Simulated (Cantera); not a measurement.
A closed system holds: 1 mol Si3N4, 0.023 mol O2, 9.8 mol N2, at 1 atm.

These are equilibrium values from Cantera (NASA tables, ideal gas, pure condensed phases), not measurements of a reactor. Candidate condensed phases: Si, SiO2, Si2N2O, Si3N4; 16 gas species. Mutual solubility and eutectic melting of coexisting phases are not modelled. Rates play no part.

Problem. Which condensed phases are stable at each of these points (T (°C)): 700, 900, 1100, 1300, 1500, 1700, 1900?

Solution. 
```csv
T (°C),condensed phases,Si condensed (%)
700,Si2N2O(s) + Si3N4(s),100.0
900,Si2N2O(s) + Si3N4(s),100.0
1100,Si2N2O(s) + Si3N4(s),100.0
1300,Si2N2O(s) + Si3N4(s),100.0
1500,Si2N2O(s) + Si3N4(s),100.0
1700,Si2N2O(s) + Si3N4(s),99.4
1900,Si(l),98.3
```

From 700 °C to 1700 °C the condensed part is Si2N2O(s) + Si3N4(s). At 1900 °C the condensed part is Si(l).
